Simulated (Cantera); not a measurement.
An isothermal, constant-pressure homogeneous reactor starts with H2 : O2 = 0.17 : 1 (molar parts), equivalence ratio 0.085, at 1225 K and 15.0 Torr.

Cantera simulation using the H2/O2 subset of GRI-Mech 3.0, which has no nitrogen chemistry; the numbers are that mechanism's predictions, not measurements. Radical loss at walls, strong at low pressure, is not modelled. The temperature is held fixed by assumption; the heat of reaction is taken as removed at once.

x: mole fraction; the columns are a selection and need not sum to one.

```
t (s)         x H2   x O2      x OH    x HO2       x O
--------  --------  -----  --------  -------  --------
7.00e-5      0.145  0.855   1.06e-8        …   1.54e-8
0.000159     0.145  0.855   8.79e-8        …   1.37e-7
0.000363     0.145  0.855   6.12e-6        …   9.59e-6
0.000825    0.0569  0.801    0.0122        …    0.0299
0.00188    0.00513  0.771   0.00835  1.02e-5    0.0600
0.00427    0.00394  0.791   0.00739  1.04e-5    0.0437
0.00973    0.00210  0.818   0.00545  9.79e-6    0.0220
0.0221    0.000638  0.836   0.00300        …   0.00647
0.0504    0.000131  0.841   0.00136        …   0.00132
0.115      2.63e-5  0.843  0.000615        …  0.000268
0.261      6.24e-6  0.843  0.000303        …   6.46e-5
0.594      1.78e-6  0.843  0.000163        …   1.86e-5
1.35       5.84e-7  0.843   9.36e-5        …   6.18e-6
3.08       2.13e-7  0.843   5.67e-5        …   2.27e-6
7.00       8.48e-8  0.843   3.59e-5        …   9.08e-7
```

### Question
Some entries are withheld; supply them.

### Answer

- 7.00e-5, x HO2: 1.91e-8
- 0.000159, x HO2: 4.40e-8
- 0.000363, x HO2: 1.58e-7
- 0.000825, x HO2: 8.54e-6
- 0.0221, x HO2: 6.89e-6
- 0.0504, x HO2: 3.07e-6
- 0.115, x HO2: 9.78e-7
- 0.261, x HO2: 2.95e-7
- 0.594, x HO2: 9.78e-8
- 1.35, x HO2: 3.85e-8
- 3.08, x HO2: 2.08e-8
- 7.00, x HO2: 1.77e-8
